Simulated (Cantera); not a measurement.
Input: 1 mol SiC, 0.0046 mol O₂, 470 mol H₂, 1 mol N₂O, held at 1900 K.

Method: chemical equilibrium by Gibbs-energy minimisation in Cantera with the NASA 1993 tables (ideal gas, pure condensed phases). Candidate condensed phases: C, C₆H₆, C₇H₈, C₈H₁₈, H₂O, Si, SiC, SiO₂, Si₂N₂O, Si₃N₄; 151 gas species. Mutual solubility and eutectic melting of coexisting phases are not modelled. Gases not in the tables: Si₂H₆ and higher silanes. Equilibrium is a limit: real reactors are often held back by kinetics, nucleation or transport.

Q: What share of the Si ends up in condensed phases as a function of P (Pa), at 0.100, 0.600, 3.60, 22, 130, 770, 4600, 28000, 170000, 1000000?

A: 
```csv
P (Pa),Si condensed (%),as
0.100,0.0,-
0.600,0.0,-
3.60,0.0,-
22,0.0,-
130,3.8,SiC(s)
770,32.9,SiC(s)
4600,44.4,SiC(s)
28000,46.9,SiC(s)
170000,45.9,SiC(s)
1000000,59.2,SiC(s) + Si₂N₂O(s)
```
